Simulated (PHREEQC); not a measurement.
1 kg of water holding 0.093 mol KCl and 0.024 mol Na2B4O7 is evaporated at 20 °C; the solids stay in contact with the brine. CO2 from the air is kept out. Solids allowed: Halite, Sylvite, Borax, Boric_acid,s, KB5O8:4H2O, K2B4O7:4H2O, NaBO2:4H2O, NaB5O8:5H2O, Teepleite. Others were left out.

The series has 28 steps of water left (kg), from 1 to 0.00367.

Equilibrium calculation in PHREEQC: Pitzer model, pitzer.dat.

Task: Which solids form, in which order, and at which step of the series does each first stand?

Result: Borax from water left = 0.07923 kg (pH 9.15); K2B4O7:4H2O from water left = 0.02393 kg (pH 9.10); Sylvite from water left = 0.01578 kg (pH 9.06).
